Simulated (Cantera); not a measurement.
Thermodynamics of iron carbonyl, mercury and lead vapours, feed Fe(CO)5 + H2 + H2S

A closed system holds: 1 mol Fe(CO)5, 0.11 mol H2, 0.56 mol H2S, held at 1.10 mbar.

These are equilibrium values from Cantera (NASA tables, ideal gas, pure condensed phases), not measurements of a reactor. Candidate condensed phases: C, C6H6, C7H8, C8H18, Fe, Fe(CO)5, FeO, Fe(OH)2, Fe(OH)3, FeS, FeSO4, FeS2, Fe2O3, Fe2(SO4)3, Fe3O4, H2O, H2SO4, S; 127 gas species. Metal and sulfide melt together well below either melting point, which pure phases cannot show. Mutual solubility and eutectic melting of coexisting phases are not modelled. FeS: taken at fixed stoichiometry. Condensed phases not in the tables: cementite and carbon dissolved in iron. Gases not in the tables: S3 to S7. Rates play no part.

From 848 K to 1073 K the condensed part is C(graphite) + Fe(α) + FeS(s). At 1148 K the condensed part is Fe(α) + FeS(s). From 1223 K to 1448 K the condensed part is Fe(γ) + FeS(s). At 1523 K the condensed part is Fe(γ) + FeS(l). At 1598 K the condensed part is Fe(γ). At 1673 K the condensed part is Fe(δ).

```csv
T (K),x CO,x H2,x S2,x CO2,x Fe,x SH,x H2S,n C(graphite),n Fe(α),n FeS(s),n Fe(γ),n FeS(l),n Fe(δ)
848,0.861,0.120,7.48e-11,0.0186,<1e-12,4.90e-10,3.21e-5,0.108,0.440,0.560,0,0,0
923,0.879,0.118,2.65e-9,0.00268,<1e-12,6.86e-9,6.75e-5,0.0161,0.440,0.560,0,0,0
998,0.881,0.118,5.54e-8,0.000505,1.23e-11,6.51e-8,0.000128,0.00312,0.441,0.559,0,0,0
1073,0.882,0.118,7.72e-7,0.000120,3.77e-10,4.55e-7,0.000224,0.000731,0.442,0.558,0,0,0
1148,0.882,0.118,7.79e-6,3.98e-5,7.26e-9,2.49e-6,0.000366,0,0.443,0.557,0,0,0
1223,0.882,0.118,5.93e-5,6.09e-5,9.61e-8,1.11e-5,0.000565,0,0,0.554,0.446,0,0
1298,0.881,0.117,0.000355,8.89e-5,9.37e-7,4.14e-5,0.000825,0,0,0.549,0.451,0,0
1373,0.880,0.117,0.00173,0.000124,7.09e-6,0.000133,0.00115,0,0,0.530,0.470,0,0
1448,0.875,0.115,0.00711,0.000166,4.33e-5,0.000375,0.00152,0,0,0.463,0.537,0,0
1523,0.862,0.113,0.0205,0.000193,0.000221,0.000854,0.00175,0,0,0,0.698,0.300,0
1598,0.839,0.110,0.0445,0.000200,0.000960,0.00163,0.00178,0,0,0,0.994,0,0
1673,0.836,0.109,0.0440,0.000154,0.00365,0.00208,0.00130,0,0,0,0,0,0.978
```
x: gas mole fraction; n: condensed amount in mol.
